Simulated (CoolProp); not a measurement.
The numbers come from the reference Helmholtz-energy equation of state, Thol 2015 in CoolProp.

**Question.** For octamethylcyclotetrasiloxane (D4), give the phase and the density (kg/m³), cv (kJ/(kg K)), Joule-Thomson coefficient (K/MPa), fugacity coefficient at 74.85 °C and 1.73 MPa; 41.25 °C and 0.211 MPa.

**Answer.** 
- 74.85 °C and 1.73 MPa: liquid; density 897, cv 1.48, Joule-Thomson coefficient -0.351, fugacity coefficient 0.00196
- 41.25 °C and 0.211 MPa: liquid; density 932, cv 1.41, Joule-Thomson coefficient -0.387, fugacity coefficient 0.00202
